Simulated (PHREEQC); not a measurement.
Synthetic water in mmol/kgw, 25 °C, pH 1.87, pe 10.6:

```
constituent  mmol/kgw
-----------  --------
Na                163
K               0.152
Ca                 18
Mg               17.6
Cl               65.2
S(6)              139
Zn              0.264
Cd              0.037
Fe(3)            2.58
```

Valence states are taken as typed.

Model: ion-association model, phreeqc.dat, run in PHREEQC.

Question: The ionic strength comes out as 0.320 mol/kgw. What activity coefficients do CdCl+, NaSO4-, KSO4-, Fe+3, Ca+2 get?

Answer: CdCl+ 0.73, NaSO4- 0.72, KSO4- 0.72, Fe+3 0.11, Ca+2 0.28.

No solid was allowed to form. Examples of supersaturated solids here: Gypsum, Hematite (slow to form). Others may be too.
